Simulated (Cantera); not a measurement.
Cantera with NASA thermochemical tables; ideal gases at 1 bar, condensed phases pure. Values are per mole of reaction as written; species without (g) are pure solids or liquids, kept so even where they would boil at 1 bar.

Q: Between 1323 and 1998 K, where is each reaction favourable under standard conditions?
- BaO + 2 F(g) → O(g) + BaF₂

A: 
- BaO + 2 F(g) → O(g) + BaF₂: ΔG° is -401 kJ at 1323 K and -334 kJ at 1998 K; it stays negative (K > 1). ΔH° is -511 kJ and ΔS° -89 J/K at 1998 K.
